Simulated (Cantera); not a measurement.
A closed system holds: 1 mol Al2O3, 120 mol H2, 46 mol N2, equilibrated at 1252 °C.

Cantera equilibrium calculation (NASA polynomials, part measured and part estimated; ideal gas, pure solids and liquids). Candidate condensed phases: Al, AlN, Al2O3, H2O; 35 gas species. Kinetics and transport are ignored.

Problem. At 0.750 Torr, list the 3 most abundant gas species with their mole fractions, and the condensed phases.

Solution. H2 0.722, N2 0.277, H 0.000636. Condensed: Al2O3(s).
